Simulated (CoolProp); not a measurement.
The fluid at 306.02 K and 0.0766 MPa is throttled through a valve to 0.0281 MPa with no heat exchange. The same conditions are run with several fluids, on thermodynamics alone (safety and materials aside).

The numbers come from the reference Helmholtz-energy equation of state of each fluid (chlorine: Thol 2021; R115: Lemmon 2016; R134a: Tillner-Roth 1994; normal hydrogen: Leachman 2009; R507A: Lemmon 2003) in CoolProp. Blends and air are pseudo-pure fits.

Question: Rank chlorine, R115, R134a, normal hydrogen, R507A by temperature change (K), highest first.

Answer: normal hydrogen (+0.0), R115 (-0.6), R507A (-0.8), R134a (-1.0), chlorine (-1.4)

```tsv
fluid	final density (kg/m³)
chlorine	0.789
R115	1.72
R134a	1.14
normal hydrogen	0.0223
R507A	1.10
```
